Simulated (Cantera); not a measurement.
Input (Python, Cantera) and output of one run.

```python
import numpy as np
import cantera as ct

gas_names = """
    Electron Mg Mg+ MgN MgO Mg2 N N+ N- NO NO+ NO2 NO2- NO3 NO3- N2 N2+ N2- N2O N2O+ O O+ O- O2 O2+ O2-
    O3
""".split()
cond_names = """
    Mg(cr) Mg(L) MgO(s) MgO(L)
""".split()


# ... load() reads the species with a 1 bar reference pressure and builds the phases ...
atoms = {
    'MgO': {'Mg': 1, 'O': 1},
    'N2': {'N': 2},
}
top_T = {}  # K; cautious upper limits of use, not melting points


# ... equilibrate(T, P, feed) seeds the gas with the atoms and calls Mixture.equilibrate('TP', solver="vcs", rtol=1e-11, max_steps=5000) ...
results = []
feed = {'MgO': 1, 'N2': 2.5}  # mol
P = 66  # Pa
for T in [3000, 3500, 4000, 4500, 5000]:
    mix = equilibrate(T, P, feed)
    results.append((T, P, feed, dict(zip(mix.species_names, mix.species_moles))))

top = {s: max(r[3][s] / sum(r[3][g] for g in gas_names) for r in results) for s in gas_names}
cols = sorted((s for s in top if top[s] > 1e-06), key=lambda s: -top[s])[:6]
seen = [c for c in cond_names if any(r[3].get(c, 0) > 1e-12 for r in results)]
print("log10 of partial pressures in bar; condensed amounts in mol")
print(f"{'T/K':>10s}" + "".join(f"{s[:9]:>10s}" for s in cols + seen))
for T, P, feed, n in results:
    ng = sum(n[g] for g in gas_names)
    print(f"{T:10.4g}" + "".join(f"{np.log10(max(n[s] / ng * P / 1e5, 1e-99)):10.3f}" for s in cols)
          + "".join(f"{n.get(c, 0):10.4g}" for c in seen))
```

Result:

```
log10 of partial pressures in bar; condensed amounts in mol
       T/K        N2         N        Mg         O  Electron       Mg+
      3000    -3.436    -6.574    -3.833    -3.850    -6.931    -6.931
      3500    -3.441    -5.375    -3.839    -3.839    -5.933    -5.933
      4000    -3.472    -4.487    -3.869    -3.850    -5.188    -5.188
      4500    -3.611    -3.851    -3.985    -3.900    -4.648    -4.648
      5000    -4.035    -3.497    -4.284    -3.998    -4.314    -4.314
```

Method: chemical equilibrium by Gibbs-energy minimisation in Cantera with the NASA 1993 tables (ideal gas, pure condensed phases).
